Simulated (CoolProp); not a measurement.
Values from CoolProp's reference Helmholtz-energy equation of state, Akasaka 2020.

Task: For R1123, give the phase and the Z, isothermal compressibility (1/MPa) at 206.85 °C and 107 bar.

Result: 
- 206.85 °C and 107 bar: supercritical; Z 0.828, isothermal compressibility 0.106
